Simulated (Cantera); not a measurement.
An isothermal, constant-pressure homogeneous reactor starts with 0.517 % H2, 99.5 % O2, equivalence ratio 0.0026, at 1298 K and 0.0133 bar.

Cantera simulation using the H2/O2 subset of GRI-Mech 3.0, which has no nitrogen chemistry; the numbers are that mechanism's predictions, not measurements. Radical loss at walls, strong at low pressure, is not modelled.

x: mole fraction; the columns are a selection and need not sum to one.

```json
[
 {"t (s)": "0.000300", "x H2": "0.00517", "x O2": "0.995", "x H2O": "1.89e-9", "x H": "1.20e-9", "x O": "8.54e-9", "x H2O2": "1.07e-12"},
 {"t (s)": "0.000579", "x H2": "0.00517", "x O2": "0.995", "x H2O": "8.61e-9", "x H": "1.95e-9", "x O": "2.18e-8", "x H2O2": "3.89e-12"},
 {"t (s)": "0.00112", "x H2": "0.00517", "x O2": "0.995", "x H2O": "4.35e-8", "x H": "4.45e-9", "x O": "6.83e-8", "x H2O2": "1.39e-11"},
 {"t (s)": "0.00216", "x H2": "0.00517", "x O2": "0.995", "x H2O": "[?]", "x H": "[?]", "x O": "[?]", "x H2O2": "4.77e-11"},
 {"t (s)": "0.00417", "x H2": "0.00517", "x O2": "0.995", "x H2O": "5.67e-6", "x H": "2.91e-7", "x O": "5.48e-6", "x H2O2": "1.57e-10"},
 {"t (s)": "0.00805", "x H2": "0.00408", "x O2": "0.994", "x H2O": "0.000810", "x H": "4.40e-5", "x O": "0.000763", "x H2O2": "7.15e-9"},
 {"t (s)": "0.0155", "x H2": "3.93e-5", "x O2": "0.990", "x H2O": "0.00476", "x H": "0.000113", "x O": "0.00455", "x H2O2": "9.93e-9"},
 {"t (s)": "0.0300", "x H2": "1.10e-5", "x O2": "0.990", "x H2O": "0.00484", "x H": "9.38e-5", "x O": "0.00452", "x H2O2": "7.36e-9"},
 {"t (s)": "0.0579", "x H2": "1.05e-5", "x O2": "0.990", "x H2O": "0.00486", "x H": "8.70e-5", "x O": "0.00430", "x H2O2": "7.27e-9"},
 {"t (s)": "0.112", "x H2": "9.58e-6", "x O2": "0.991", "x H2O": "0.00487", "x H": "7.57e-5", "x O": "0.00391", "x H2O2": "7.11e-9"},
 {"t (s)": "0.216", "x H2": "8.13e-6", "x O2": "0.991", "x H2O": "0.00491", "x H": "5.87e-5", "x O": "0.00330", "x H2O2": "6.81e-9"},
 {"t (s)": "0.417", "x H2": "6.10e-6", "x O2": "0.992", "x H2O": "0.00495", "x H": "3.79e-5", "x O": "0.00246", "x H2O2": "6.25e-9"},
 {"t (s)": "0.805", "x H2": "[?]", "x O2": "0.993", "x H2O": "0.00501", "x H": "[?]", "x O": "[?]", "x H2O2": "[?]"},
 {"t (s)": "1.55", "x H2": "1.97e-6", "x O2": "0.994", "x H2O": "0.00506", "x H": "6.84e-6", "x O": "0.000780", "x H2O2": "3.99e-9"},
 {"t (s)": "3.00", "x H2": "8.31e-7", "x O2": "0.994", "x H2O": "0.00511", "x H": "1.86e-6", "x O": "0.000326", "x H2O2": "2.52e-9"}
]
```

**Question.** What belongs in the gaps?

**Answer.** 
- 0.00216, x H2O: 3.10e-7
- 0.00216, x H: 1.92e-8
- 0.00216, x O: 3.47e-7
- 0.805, x H2: 3.85e-6
- 0.805, x H: 1.88e-5
- 0.805, x O: 0.00154
- 0.805, x H2O2: 5.32e-9
